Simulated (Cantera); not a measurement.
A closed system holds: 1 mol Pb, 0.56 mol O₂, 0.4 mol N₂, equilibrated at 548 K and 29.0 Pa.

Cantera equilibrium calculation (NASA polynomials, part measured and part estimated; ideal gas, pure solids and liquids). Candidate condensed phases: Pb, PbO, PbO₂, Pb₃O₄; 12 gas species. Rates play no part.

### Question
What is the equilibrium state?

### Answer
```json
{
  "x(N₂)": "0.870",
  "x(O₂)": "0.130",
  "n(PbO(red))": "1.00 mol",
  "gas_amount": "0.4600 mol",
  "log10 activity of Pb₃O₄(s) (absent)": "-1.08",
  "log10 activity of PbO₂(s) (absent)": "-2.02",
  "log10 activity of Pb(s) (absent)": "-13.48"
}
```
